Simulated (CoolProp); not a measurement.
Vapour-liquid equilibrium of isobutane (1) + isobutene (2) at 0.84 MPa; x and y are mole fractions of (1).

Computed with CoolProp (multi-fluid Helmholtz-energy mixture model, Bücker 2006 and Lemmon 2005; pair parameters Bell 2016).

Task: Give the bubble temperature and the first vapour's composition at x = 0.15, 0.65, 0.75. Is there an azeotrope?

Result: x = 0.15: 335.2 K, y = 0.165; x = 0.65: 332.8 K, y = 0.666; x = 0.75: 332.4 K, y = 0.762. No azeotrope shows between x = 0.05 and 0.95.

Pair parameters are fitted to limited data, so mixtures are less certain than the pure fluids.
